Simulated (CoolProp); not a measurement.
A single-stage vapour-compression cycle with R11: evaporating at 246.15 K (dew point), condensing at 302.15 K (bubble point), superheat 10 K, subcooling 0 K, compressor efficiency 0.65, no pressure losses. Each further row changes one setting.

Computed with CoolProp (reference Helmholtz-energy equation of state, Jacobsen 1992).

```json
[
 {"case": "as stated", "cooling COP": "2.40", "pressure ratio": "11.2", "discharge temperature (K)": "369.5", "refrigerating effect (kJ/kg)": "156", "volumetric capacity (kJ/m³)": "110"},
 {"case": "evaporating temperature 251.15 K", "cooling COP": "2.74", "pressure ratio": "8.58", "discharge temperature (K)": "362.4", "refrigerating effect (kJ/kg)": "159", "volumetric capacity (kJ/m³)": "144"},
 {"case": "condensing temperature 297.15 K", "cooling COP": "2.68", "pressure ratio": "9.43", "discharge temperature (K)": "360.9", "refrigerating effect (kJ/kg)": "161", "volumetric capacity (kJ/m³)": "113"},
 {"case": "subcooling 5 K", "cooling COP": "2.47", "pressure ratio": "11.2", "discharge temperature (K)": "369.5", "refrigerating effect (kJ/kg)": "161", "volumetric capacity (kJ/m³)": "113"},
 {"case": "superheat 20 K", "cooling COP": "2.39", "pressure ratio": "11.2", "discharge temperature (K)": "382.1", "refrigerating effect (kJ/kg)": "162", "volumetric capacity (kJ/m³)": "110"},
 {"case": "compressor efficiency 0.55", "cooling COP": "2.03", "pressure ratio": "11.2", "discharge temperature (K)": "388.1", "refrigerating effect (kJ/kg)": "156", "volumetric capacity (kJ/m³)": "110"}
]
```
